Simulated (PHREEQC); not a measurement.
Solution (25 °C): 0.024 mol NiSO4 per kg of water. Closed to the air; pH follows from the charge balance.

The numbers come from PHREEQC with the ion-association model, wateq4f.dat.

Precipitation was switched off in this run.

What pH, ionic strength does the model give?

pH 6.12; ionic strength 0.0619 mol/kgw.

In which forms is Ni present?

Ni+2 64 %, NiSO4 36 % of the Ni.

Species that the database lacks are ignored.
